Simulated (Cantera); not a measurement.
A closed system holds: 1 mol Si3N4, a varied amount of HF, held at 950 K and 16.0 mbar.

Method: chemical equilibrium by Gibbs-energy minimisation in Cantera with the NASA 1993 tables (ideal gas, pure condensed phases). Candidate condensed phases: Si, Si3N4; 37 gas species. The numbers say what is thermodynamically allowed, not how fast it happens.

Problem. What share of the Si ends up in condensed phases as a function of n(HF) (mol), at 3, 4.1, 5.5, 7.5, 10, 14, 19, 25, 34, 46?

Solution. 
| n(HF) (mol) | Si condensed (%) | as |
|---|---|---|
| 3 | 75.0 | Si3N4(s) |
| 4.1 | 65.8 | Si3N4(s) |
| 5.5 | 54.2 | Si3N4(s) |
| 7.5 | 37.5 | Si3N4(s) |
| 10 | 16.7 | Si3N4(s) |
| 14 | 0.0 | - |
| 19 | 0.0 | - |
| 25 | 0.0 | - |
| 34 | 0.0 | - |
| 46 | 0.0 | - |
